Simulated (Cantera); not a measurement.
Input: 1 mol Si, a varied amount of HCl, 0.52 mol H2, held at 1325 K and 8.30 bar.

Cantera equilibrium calculation (NASA polynomials, part measured and part estimated; ideal gas, pure solids and liquids). Candidate condensed phases: Si; 19 gas species. Equilibrium is a limit: real reactors are often held back by kinetics, nucleation or transport.

Question: What share of the Si ends up in condensed phases as a function of n(HCl) (mol), at 0.61, 0.99, 1.4, 1.8, 2.1, 2.5, 2.9, 3.3, 3.7, 4, 4.4, 4.8, 5.2?

Answer: 
| n(HCl) (mol) | Si condensed (%) | as |
|---|---|---|
| 0.61 | 83.2 | Si(s) |
| 0.99 | 72.7 | Si(s) |
| 1.4 | 61.4 | Si(s) |
| 1.8 | 50.3 | Si(s) |
| 2.1 | 42.1 | Si(s) |
| 2.5 | 31.0 | Si(s) |
| 2.9 | 20.0 | Si(s) |
| 3.3 | 9.0 | Si(s) |
| 3.7 | 0.0 | - |
| 4 | 0.0 | - |
| 4.4 | 0.0 | - |
| 4.8 | 0.0 | - |
| 5.2 | 0.0 | - |
